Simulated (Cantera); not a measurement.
An isothermal, constant-pressure homogeneous reactor starts with 1.07 % CH4, 97.7 % H2, 1.21 % H, at 1425 K and 1330 Pa.

Detailed kinetics in Cantera: GRI-Mech 3.0 (53 species, 325 reactions). GRI-Mech 3.0 stops at C3 and has no aromatics, soot or wall deposition, so with more carbon than oxygen in the feed, carbon stays in small species such as C2H2 where larger ones or solid carbon would form. Radical loss at walls, strong at low pressure, is not modelled.

x: mole fraction; the columns are a selection and need not sum to one.

```
t (s)       x CH4   x H2       x H     x C2H    x C2H4
--------  -------  -----  --------  --------  --------
6.00e-6    0.0105  0.977    0.0120    <1e-12  4.16e-10
2.07e-5    0.0102  0.978    0.0117    <1e-12   1.79e-8
7.13e-5   0.00948  0.978    0.0109  3.94e-12   6.13e-7
0.000246  0.00888  0.979    0.0102  6.26e-11   8.84e-6
0.000846  0.00882  0.980   0.00946  3.47e-10   3.71e-5
0.00292   0.00885  0.982   0.00772         …   6.13e-5
0.0101    0.00895  0.985   0.00474         …   5.09e-5
0.0346    0.00904  0.988   0.00209         …   3.34e-5
0.119     0.00903  0.989  0.000736  6.39e-10   2.31e-5
0.411     0.00897  0.990  0.000239  2.31e-10   1.52e-5
1.42      0.00893  0.990   8.57e-5  8.69e-11   1.03e-5
4.89      0.00888  0.990   5.53e-5  5.78e-11   9.05e-6
16.8      0.00875  0.990   5.46e-5  6.11e-11   9.48e-6
58.0      0.00834  0.990   5.48e-5  7.45e-11   1.10e-5
200       0.00715  0.991   5.55e-5  1.13e-10   1.54e-5
```

What belongs in the gaps?


- 0.00292, x C2H: 1.33e-9
- 0.0101, x C2H: 2.11e-9
- 0.0346, x C2H: 1.46e-9
